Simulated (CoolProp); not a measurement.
Vapour-liquid equilibrium of R22 (1) + methanol (2) at 258.8 K; x and y are mole fractions of (1).

The numbers come from the multi-fluid Helmholtz-energy mixture model, Kamei 1995 and de Reuck 1993; pair parameters Bell 2016 in CoolProp.

| x | bubble pressure (MPa) | y at the bubble point | dew pressure at overall composition x (MPa) | liquid density (mol/L) |
|---|---|---|---|---|
| 0.05 | 0.02834 | 0.947 | 0.001633 | 25.07 |
| 0.125 | 0.06411 | 0.978 | 0.001773 | 24.17 |
| 0.2 | 0.09527 | 0.986 | 0.001938 | 23.31 |
| 0.275 | 0.1225 | 0.990 | 0.002137 | 22.48 |
| 0.35 | 0.1463 | 0.992 | 0.002382 | 21.67 |
| 0.425 | 0.1674 | 0.993 | 0.002691 | 20.89 |
| 0.5 | 0.1862 | 0.994 | 0.003093 | 20.14 |
| 0.575 | 0.2034 | 0.995 | 0.003636 | 19.40 |
| 0.65 | 0.2195 | 0.996 | 0.004410 | 18.67 |
| 0.725 | 0.2351 | 0.997 | 0.005604 | 17.96 |
| 0.8 | 0.2511 | 0.997 | 0.007686 | 17.25 |
| 0.875 | 0.2684 | 0.998 | 0.01223 | 16.55 |
| 0.95 | 0.2881 | 0.999 | 0.02991 | 15.84 |

No azeotrope shows between x = 0.05 and 0.95.

The pair parameters rest on a limited set of measurements; away from them the model extrapolates. With so large a gap from Raoult's law the liquid may split in two, which this calculation doesn't test in full.
